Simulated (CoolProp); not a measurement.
Vapour-liquid equilibrium of isobutene (1) + n-butane (2) at 200.8 K; x and y are mole fractions of (1).

Model: multi-fluid Helmholtz-energy mixture model, Lemmon 2005 and Bücker 2006; pair parameters Bell 2016, in CoolProp.

Task: Give the bubble pressure and the first vapour's composition at x = 0.05, 0.125, 0.425. Is there an azeotrope?

Result: x = 0.05: 0.002120 MPa, y = 0.075; x = 0.125: 0.002200 MPa, y = 0.178; x = 0.425: 0.002475 MPa, y = 0.511. No azeotrope shows between x = 0.05 and 0.95.

Pair parameters are fitted to limited data, so mixtures are less certain than the pure fluids.
